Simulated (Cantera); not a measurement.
# Adiabatic ignition

An adiabatic, constant-volume homogeneous reactor starts with 4.52 % CH4, 1.04 % C2H6, 19.8 % O2, 74.6 % N2, equivalence ratio 0.64, at 1150 K and 8.00 bar.

Cantera simulation using GRI-Mech 3.0 (53 species, 325 reactions); the numbers are that mechanism's predictions, not measurements.

```
t (s)     T (K)  P (bar)   x CH4  x C2H6    x O2      x CO     x HCO      x OH   x C2H
--------  -----  -------  ------  ------  ------  --------  --------  --------  ------
1.00e-5    1150     8.00  0.0452  0.0104   0.198    <1e-12    <1e-12  3.77e-11  <1e-12
2.43e-5    1150     8.00  0.0452  0.0104   0.198  5.30e-12    <1e-12  8.70e-11  <1e-12
5.89e-5    1150     8.00  0.0452  0.0104   0.198  7.26e-11    <1e-12  2.00e-10  <1e-12
0.000143   1150     8.00  0.0452  0.0104   0.198  9.92e-10    <1e-12  5.24e-10  <1e-12
0.000347   1150     8.00  0.0452  0.0104   0.198   1.65e-8    <1e-12   2.16e-9  <1e-12
0.000843   1150     8.00  0.0452  0.0103   0.198   9.31e-7  3.39e-11   2.49e-8  <1e-12
0.00205    2678     18.9  <1e-12  <1e-12  0.0694   0.00473   4.39e-9   0.00947  <1e-12
0.00497    2649     18.6  <1e-12  <1e-12  0.0626   0.00440   3.66e-9   0.00857  <1e-12
0.0121     2649     18.6  <1e-12  <1e-12  0.0626   0.00440   3.65e-9   0.00856  <1e-12
0.0293     2649     18.6  <1e-12  <1e-12  0.0626   0.00440   3.65e-9   0.00856  <1e-12
0.0711     2649     18.6  <1e-12  <1e-12  0.0626   0.00440   3.65e-9   0.00856  <1e-12
0.173      2649     18.6  <1e-12  <1e-12  0.0626   0.00440   3.65e-9   0.00856  <1e-12
0.419      2649     18.6  <1e-12  <1e-12  0.0626   0.00440   3.65e-9   0.00856  <1e-12
1.02       2649     18.6  <1e-12  <1e-12  0.0626   0.00440   3.65e-9   0.00856  <1e-12
2.47       2649     18.6  <1e-12  <1e-12  0.0626   0.00440   3.65e-9   0.00856  <1e-12
6.00       2649     18.6  <1e-12  <1e-12  0.0626   0.00440   3.65e-9   0.00856  <1e-12
```
x: mole fraction; the columns are a selection and need not sum to one.

| Item | Result |
|---|---|
| time of steepest temperature rise | 1.98 ms |
| temperature at 6.00 s | 2649 K |
| equilibrium temperature | 2649 K |
| x(CH4) at 6.00 s | <1e-12 (gas-phase equilibrium <1e-12) |
| x(C2H6) at 6.00 s | <1e-12 (gas-phase equilibrium <1e-12) |
| x(O2) at 6.00 s | 0.0626 (gas-phase equilibrium 0.0626) |
